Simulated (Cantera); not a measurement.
A perfectly stirred reactor is fed with 4.91 % CH₄, 20.0 % O₂, 75.1 % N₂, at 1.01 bar; it is adiabatic with a 423 K inlet, and is followed from long to short residence time, starting on the burning branch (τ in s: 0.079, 0.028, 0.01, 0.0037, 0.0013, 0.00047, 0.00017, 6.1e-05, 2.2e-05, 7.8e-06).

Model: GRI-Mech 3.0 (53 species, 325 reactions), integrated in Cantera.

x: mole fraction; the columns are a selection and need not sum to one.

```csv
τ (s),T (K),x CH₄,x O₂,x NO,x O,x H,x CH₃,x HO₂
0.079,1556,2.61e-5,0.102,2.71e-6,9.56e-5,9.07e-6,3.69e-6,3.24e-6
0.028,1550,?,0.102,?,?,?,?,?
0.010,1540,?,0.103,?,?,?,?,?
0.0037,1520,0.000202,0.103,1.28e-6,0.000588,0.000152,2.05e-5,2.00e-5
0.0013,1476,0.000489,0.106,9.10e-7,0.000875,0.000328,4.11e-5,3.70e-5
0.00047,423,0.0491,0.200,<1e-12,<1e-12,<1e-12,<1e-12,<1e-12
0.00017,423,0.0491,0.200,<1e-12,<1e-12,<1e-12,<1e-12,<1e-12
6.1e-5,423,0.0491,0.200,<1e-12,<1e-12,<1e-12,<1e-12,<1e-12
2.2e-5,423,0.0491,0.200,<1e-12,<1e-12,<1e-12,<1e-12,<1e-12
7.8e-6,423,0.0491,0.200,<1e-12,<1e-12,<1e-12,<1e-12,<1e-12
```

Task: Complete the blanks.

Result: 
- 0.028, x CH₄: 5.09e-5
- 0.028, x NO: 2.21e-6
- 0.028, x O: 0.000184
- 0.028, x H: 2.45e-5
- 0.028, x CH₃: 6.61e-6
- 0.028, x HO₂: 6.14e-6
- 0.010, x CH₄: 0.000100
- 0.010, x NO: 1.67e-6
- 0.010, x O: 0.000342
- 0.010, x H: 6.39e-5
- 0.010, x CH₃: 1.16e-5
- 0.010, x HO₂: 1.13e-5
